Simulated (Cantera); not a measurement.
Input (Python, Cantera) and output of one run.

```python
import numpy as np
import cantera as ct

gas_names = """
    CL CL2 H HCL H2 N NH NH2 NH3 N2 N2H2 N2H4 Si SiCL SiCL2 SiCL3 SiCL4 SiH SiHCL3 SiH2 SiH2CL2 SiH3
    SiH3CL SiH4 SiN Si2 Si2N Si3
""".split()
cond_names = """
    NH4CL(a) NH4CL(b) Si(cr) Si(L) Si3N4(a)
""".split()


def load(file, names, dense=False):
    # The tables refer to 1 bar. Condensed volumes are neglected.
    table = {s.name: s for s in ct.Species.list_from_file(file)}
    out = []
    for n in names:
        d = dict(table[n].input_data)
        d["thermo"] = dict(d["thermo"], **{"reference-pressure": 1e5})
        if dense:
            d["equation-of-state"] = {"model": "constant-volume", "density": "1e6 g/cm^3"}
        out.append(ct.Species.from_dict(d))
    return out


gas = ct.Solution(thermo="ideal-gas", species=load("nasa_gas.yaml", gas_names))
cond = {s.name: ct.Solution(thermo="fixed-stoichiometry", species=[s], name=s.name)
        for s in load("nasa_condensed.yaml", cond_names, dense=True)}
atoms = {
    'SiHCl3': {'Si': 1, 'H': 1, 'CL': 3},
    'N2': {'N': 2},
    'H2': {'H': 2},
    'NH3': {'N': 1, 'H': 3},
}
top_T = {'Si3N4(a)': 2400}  # K; cautious upper limits of use, not melting points


def equilibrate(T, P, feed):
    n = {}
    for name, mol in feed.items():
        for a, k in atoms[name].items():
            n[a] = n.get(a, 0.0) + k * mol
    gas.TPX = T, P, n
    mass = sum(n.values()) * gas.mean_molecular_weight
    gas.equilibrate("TP")
    valid = [c for c in cond.values() if c.min_temp <= T <= top_T.get(c.name, c.max_temp)]
    mix = ct.Mixture([(gas, mass / gas.mean_molecular_weight)] + [(c, 0.0) for c in valid])
    mix.T, mix.P = T, P
    mix.equilibrate("TP", solver="vcs", rtol=1e-11, max_steps=5000)
    return mix


results = []
T = 873  # K
P = 260  # Pa
for m in [0.56, 0.96, 1.6, 2.8, 4.9, 8.4, 14]:
    feed = {'SiHCl3': 1, 'N2': 22, 'H2': m, 'NH3': 0.49}  # mol
    mix = equilibrate(T, P, feed)
    results.append((T, P, feed, dict(zip(mix.species_names, mix.species_moles))))

top = {s: max(r[3][s] / sum(r[3][g] for g in gas_names) for r in results) for s in gas_names}
cols = sorted((s for s in top if top[s] > 1e-05), key=lambda s: -top[s])[:7]
seen = [c for c in cond_names if any(r[3].get(c, 0) > 1e-12 for r in results)]
print("log10 of partial pressures in bar; condensed amounts in mol")
print(f"{'n(H2)':>10s}" + "".join(f"{s[:9]:>10s}" for s in cols + seen))
for T, P, feed, n in results:
    ng = sum(n[g] for g in gas_names)
    print(f"{feed['H2']:10.4g}" + "".join(f"{np.log10(max(n[s] / ng * P / 1e5, 1e-99)):10.3f}" for s in cols)
          + "".join(f"{n.get(c, 0):10.4g}" for c in seen))
```

It prints:

```
log10 of partial pressures in bar; condensed amounts in mol
     n(H2)        N2        H2       HCL     SiCL4  Si3N4(a)
      0.56    -2.643    -4.153    -3.628    -4.706    0.2707
      0.96    -2.651    -4.005    -3.594    -4.865    0.2891
       1.6    -2.663    -3.825    -3.568    -5.111    0.3076
       2.8    -2.684    -3.603    -3.560    -5.509    0.3225
       4.9    -2.716    -3.382    -3.580    -6.008    0.3296
       8.4    -2.766    -3.189    -3.625    -6.541    0.3321
        14    -2.834    -3.030    -3.692    -7.081    0.3329
```

These are equilibrium values from Cantera (NASA tables, ideal gas, pure condensed phases), not measurements of a reactor.
